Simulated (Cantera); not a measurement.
Mixture: 7.59 % CH4, 8.95 % O2, 83.5 % N2, equivalence ratio 1.7, at 20.7 atm, adiabatic and at constant volume. Ignition delay is the time to a rise of 400 K.

Cantera simulation using GRI-Mech 3.0 (53 species, 325 reactions); the numbers are that mechanism's predictions, not measurements. The pressure lies above the range GRI-Mech 3.0 was tuned for (to about 10 atm).

Question: Predict: delay at 1323 K; delay at 1423 K; delay at 1523 K; delay at 1623 K; delay at 1723 K; delay at 1823 K; delay at 1923 K; apparent activation energy between 1723 and 1923 K.

Answer: delay at 1323 K: 1.59 ms
delay at 1423 K: 0.594 ms
delay at 1523 K: 0.230 ms
delay at 1623 K: 91.4 µs
delay at 1723 K: 38.0 µs
delay at 1823 K: 17.0 µs
delay at 1923 K: 8.31 µs
apparent activation energy between 1723 and 1923 K: 210 kJ/mol
